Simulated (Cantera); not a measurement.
Standard-state values (1 bar) from the NASA 1993 polynomials, evaluated with Cantera. Values are per mole of reaction as written; species without (g) are pure solids or liquids, kept so even where they would boil at 1 bar.

2 Li(g) + O(g) → Li2O

```
T (K)  ΔH° (kJ)  ΔS° (J/K)  ΔG° (kJ)  log10 K
-----  --------  ---------  --------  -------
300     -1166.5     -400.7   -1046.3   182.17
1073    -1156.3     -388.9    -739.0    35.97
1123          …          …         …        …
1173    -1153.6     -386.5    -700.2    31.18
1223    -1152.2     -385.3    -680.9    29.08
1273    -1150.7     -384.1    -661.7    27.15
1323          …          …         …        …
1373    -1147.5     -381.8    -623.4    23.72
1423    -1145.9     -380.6    -604.3    22.18
1473    -1144.2     -379.4    -585.3    20.76
1523          …          …         …        …
1573          …          …         …        …
```

Problem. Some entries are withheld; supply them.

Solution. 
- 1123, ΔH° (kJ): -1155.0
- 1123, ΔS° (J/K): -387.7
- 1123, ΔG° (kJ): -719.6
- 1123, log10 K: 33.47
- 1323, ΔH° (kJ): -1149.1
- 1323, ΔS° (J/K): -382.9
- 1323, ΔG° (kJ): -642.5
- 1323, log10 K: 25.37
- 1523, ΔH° (kJ): -1142.5
- 1523, ΔS° (J/K): -378.3
- 1523, ΔG° (kJ): -566.4
- 1523, log10 K: 19.43
- 1573, ΔH° (kJ): -1140.8
- 1573, ΔS° (J/K): -377.2
- 1573, ΔG° (kJ): -547.5
- 1573, log10 K: 18.18
